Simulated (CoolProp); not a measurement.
Properties of CH3F (R41) along the isotherm 151.85 °C.

Model: reference Helmholtz-energy equation of state, Lemmon 2006, in CoolProp. It is a short technical equation, of lower accuracy than the large ones.

```csv
p (MPa),phase,cp (kJ/(kg K)),cv (kJ/(kg K)),expansivity (1/kK),fugacity coefficient
0.187,gas,1.359,1.109,2.392,0.9953
0.384,gas,1.367,1.111,2.433,0.9904
0.788,gas,1.386,1.116,2.521,0.9805
1.62,gas,…,…,2.711,0.9604
3.32,gas,1.517,1.149,3.141,0.9207
6.82,supercritical,…,1.196,4.218,0.8451
14,supercritical,2.353,1.275,6.737,0.7155
28.8,supercritical,2.480,1.306,5.214,0.5589
59.1,supercritical,…,1.313,2.525,0.4846
```

Problem. What belongs in the gaps?

Solution. 
- 1.62, cp (kJ/(kg K)): 1.426
- 1.62, cv (kJ/(kg K)): 1.127
- 6.82, cp (kJ/(kg K)): 1.748
- 59.1, cp (kJ/(kg K)): 2.120
